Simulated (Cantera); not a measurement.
An isothermal, constant-pressure homogeneous reactor starts with CH₄ : N₂ = 1 : 76 (molar parts), at 1850 K and 0.0220 bar. Integrator tolerance rtol = 1e-08.

Computed with Cantera and GRI-Mech 3.0 (53 species, 325 reactions). GRI-Mech 3.0 stops at C3 and has no aromatics, soot or wall deposition, so with more carbon than oxygen in the feed, carbon stays in small species such as C2H2 where larger ones or solid carbon would form. Radical loss at walls, strong at low pressure, is not modelled.

Problem. What does this change do: 0.086 parts H2O added?

Solution. 
| quantity | before | after |
|---|---|---|
| x(CH₄) at 2.00 s | 8.20e-6 (gas-phase equilibrium 4.47e-8) | 4.92e-5 (gas-phase equilibrium 4.63e-8) |
| x(C₂H₆) at 2.00 s | 1.35e-11 (gas-phase equilibrium <1e-12) | 4.44e-10 (gas-phase equilibrium <1e-12) |
| x(C₂H₂) at 2.00 s | 0.00636 (gas-phase equilibrium 0.000374) | 0.00602 (gas-phase equilibrium 0.000315) |
| x(CH₂) at 2.00 s | 5.67e-8 (gas-phase equilibrium 7.40e-10) | 3.20e-7 (gas-phase equilibrium 7.07e-10) |
| x(C₂H) at 2.00 s | 1.18e-6 (gas-phase equilibrium 1.07e-7) | 1.06e-6 (gas-phase equilibrium 8.62e-8) |
| x(HCN) at 2.00 s | 9.16e-5 (gas-phase equilibrium 0.0121) | 0.000137 (gas-phase equilibrium 0.0111) |

Problem. What does this change do: temperature 1850 to 2000 K?

Solution. 
| quantity | before | after |
|---|---|---|
| x(CH₄) at 2.00 s | 8.20e-6 (gas-phase equilibrium 4.47e-8) | 9.12e-8 (gas-phase equilibrium 1.51e-8) |
| x(C₂H₆) at 2.00 s | 1.35e-11 (gas-phase equilibrium <1e-12) | <1e-12 (gas-phase equilibrium <1e-12) |
| x(C₂H₂) at 2.00 s | 0.00636 (gas-phase equilibrium 0.000374) | 0.00631 (gas-phase equilibrium 0.000323) |
| x(CH₂) at 2.00 s | 5.67e-8 (gas-phase equilibrium 7.40e-10) | 5.43e-9 (gas-phase equilibrium 2.55e-9) |
| x(C₂H) at 2.00 s | 1.18e-6 (gas-phase equilibrium 1.07e-7) | 5.66e-6 (gas-phase equilibrium 4.91e-7) |
| x(HCN) at 2.00 s | 9.16e-5 (gas-phase equilibrium 0.0121) | 0.000186 (gas-phase equilibrium 0.0121) |

Problem. What does this change do: 1.4 parts H2O added?

Solution. 
```tsv
quantity	before	after
x(CH₄) at 2.00 s	8.20e-6 (gas-phase equilibrium 4.47e-8)	0.000216 (gas-phase equilibrium <1e-12)
x(C₂H₆) at 2.00 s	1.35e-11 (gas-phase equilibrium <1e-12)	3.71e-9 (gas-phase equilibrium <1e-12)
x(C₂H₂) at 2.00 s	0.00636 (gas-phase equilibrium 0.000374)	0.00299 (gas-phase equilibrium <1e-12)
x(CH₂) at 2.00 s	5.67e-8 (gas-phase equilibrium 7.40e-10)	5.93e-7 (gas-phase equilibrium <1e-12)
x(C₂H) at 2.00 s	1.18e-6 (gas-phase equilibrium 1.07e-7)	3.38e-7 (gas-phase equilibrium <1e-12)
x(HCN) at 2.00 s	9.16e-5 (gas-phase equilibrium 0.0121)	0.000141 (gas-phase equilibrium 9.18e-10)
```
